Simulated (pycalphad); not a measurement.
CALPHAD calculation (pycalphad, COST 507 light-alloy database (1999)), 1 atm. These are 1990s assessments: newer ones move some temperatures and phases. The system is extrapolated from its subsystems; higher-order compounds may be missing. Amounts are mole fractions of atoms.

**Question.** Give the equilibrium state of Ti-1.763V-6.088Si (wt.%) at 1350 K.

**Answer.** BCC_A2, fraction 0.697, with 2.5 V, 2.0 Si wt.%; SITI3, fraction 0.303, with no V, 16.4 Si wt.%.

**Question.** Give the equilibrium state of Ti-1.763V-6.088Si (wt.%) at 1050 K.

**Answer.** HCP_A3, fraction 0.383, with 0.78 V, 0.27 Si wt.%; SITI3, fraction 0.377, with no V, 16.4 Si wt.%; BCC_A2, fraction 0.240, with 5.8 V, 0.87 Si wt.%.

Database names, with the compositions (at.%) that they take in these runs: SITI3: Ti 75 Si 25. BCC_A2 is bcc; HCP_A3 is hcp. An entry "none" or "no" means that the model of the phase leaves that element out.
